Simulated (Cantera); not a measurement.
A closed system holds: 1 mol Pb, 7.3 mol CO, 31 mol H₂, equilibrated at 775 K and 80.0 Pa.

Method: chemical equilibrium by Gibbs-energy minimisation in Cantera with the NASA 1993 tables (ideal gas, pure condensed phases). Rates play no part.

```json
[
 {"species": "H₂", "before": "0.812", "after": "0.787"},
 {"species": "CO", "before": "0.176", "after": "0.186"},
 {"species": "Pb", "before": "3.11e-5", "after": "0.0254"},
 {"species": "H", "before": "<1e-9", "after": "0.00171"},
 {"species": "CO₂", "before": "0.00567", "after": "6.15e-8"},
 {"species": "CH₄", "before": "0.00108", "after": "1.05e-7"},
 {"species": "H₂O", "before": "0.00517", "after": "7.84e-7"},
 {"species": "C(graphite), mol", "before": "0.369", "after": "0"},
 {"species": "Pb(l), mol", "before": "0.999", "after": "0"}
]
```
Gas species are given as mole fractions.

### Question
What was changed between the two runs?
(A) temperature from 775 K to 1600 K
(B) temperature from 775 K to 973 K
(C) temperature from 775 K to 823.15 K
(D) CO from 7.3 to 3.4 mol

### Answer
A, temperature from 775 K to 1600 K
